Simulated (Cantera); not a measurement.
Ignition delay

Mixture: H2 : O2 : N2 = 1 : 0.417 : 1.57 (molar parts), at 0.720 bar, adiabatic and at constant volume. Ignition delay is the time to a rise of 400 K.

Model: GRI-Mech 3.0 (53 species, 325 reactions), integrated in Cantera. Where the delays flatten at high temperature, the 400 K rule measures the pace of heat release, not the induction time.

```json
[
 {"T0 (K)": "1225", "delay (ms)": "0.0551"},
 {"T0 (K)": "1300", "delay (ms)": "0.0398"},
 {"T0 (K)": "1375", "delay (ms)": "0.0307"},
 {"T0 (K)": "1450", "delay (ms)": "0.0251"},
 {"T0 (K)": "1525", "delay (ms)": "0.0218"},
 {"T0 (K)": "1600", "delay (ms)": "0.0198"},
 {"T0 (K)": "1675", "delay (ms)": "0.0189"},
 {"T0 (K)": "1750", "delay (ms)": "0.0187"},
 {"T0 (K)": "1825", "delay (ms)": "0.0192"}
]
```
